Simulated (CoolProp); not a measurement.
A closed Brayton cycle with carbon dioxide: compressor inlet 317.15 K and 8.1 MPa, high pressure 22.1 MPa, turbine inlet 710 K, compressor efficiency 0.89, turbine efficiency 0.85, recuperator effectiveness 0 (on enthalpy, no pinch check). Each further row changes one setting.

Model: reference Helmholtz-energy equation of state, Span 1996, in CoolProp.

| case | thermal efficiency (%) | net work (kJ/kg) | compressor to turbine work | compressor exit (K) | turbine exit (K) |
|---|---|---|---|---|---|
| as stated | 13.9 | 60.2 | 0.42 | 393.8 | 605.5 |
| turbine inlet 660 K | [?] | [?] | 0.46 | 393.8 | 559.2 |
| compressor inlet 327.15 K | 13.2 | 52.6 | [?] | 412.4 | 605.5 |
| high pressure 18.8 MPa | 12.0 | 53.4 | 0.40 | 381.2 | [?] |
| recuperator effectiveness 0.5 | [?] | 60.2 | 0.42 | 393.8 | 605.5 |

Problem. What belongs in the gaps?

Solution. 
- turbine inlet 660 K, thermal efficiency (%): 13.8
- turbine inlet 660 K, net work (kJ/kg): 51.2
- compressor inlet 327.15 K, compressor to turbine work: 0.49
- high pressure 18.8 MPa, turbine exit (K): 622.1
- recuperator effectiveness 0.5, thermal efficiency (%): 19.3
